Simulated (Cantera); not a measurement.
A perfectly stirred reactor is fed with 47.6 % C2H6, 52.4 % N2, at 240 Torr; it is held at 1775 K, and followed from long to short residence time.

Detailed kinetics in Cantera: GRI-Mech 3.0 (53 species, 325 reactions). GRI-Mech 3.0 stops at C3 and has no aromatics, soot or wall deposition, so with more carbon than oxygen in the feed, carbon stays in small species such as C2H2 where larger ones or solid carbon would form.

### Question
Predict: x(C2H6) at τ = 16.0 s; x(CH2) at τ = 16.0 s; x(C2H2) at τ = 16.0 s; x(HCN) at τ = 16.0 s; x(H2) at τ = 16.0 s; x(C2H6) at τ = 21.0 ms; x(CH2) at τ = 21.0 ms; x(C2H2) at τ = 21.0 ms; x(HCN) at τ = 21.0 ms; x(H2) at τ = 21.0 ms.

### Answer
```json
{
 "x(C2H6) at τ = 16.0 s": "1.01e-6",
 "x(CH2) at τ = 16.0 s": "7.44e-8",
 "x(C2H2) at τ = 16.0 s": "0.241",
 "x(HCN) at τ = 16.0 s": "2.67e-5",
 "x(H2) at τ = 16.0 s": "0.481",
 "x(C2H6) at τ = 21.0 ms": "0.000424",
 "x(CH2) at τ = 21.0 ms": "1.98e-6",
 "x(C2H2) at τ = 21.0 ms": "0.225",
 "x(HCN) at τ = 21.0 ms": "1.54e-6",
 "x(H2) at τ = 21.0 ms": "0.421"
}
```
